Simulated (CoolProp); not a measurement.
Model: reference Helmholtz-energy equation of state, Span 2000, in CoolProp.

Q: For nitrogen, give the phase and the viscosity (µPa s), fugacity coefficient at -149.05 °C and 20300 kPa; -56.85 °C and 20300 kPa.

A: 
- -149.05 °C and 20300 kPa: liquid; viscosity 68.8, fugacity coefficient 0.224
- -56.85 °C and 20300 kPa: supercritical; viscosity 24.9, fugacity coefficient 0.817

Viscosity comes from a separate model (Lemmon 2004).
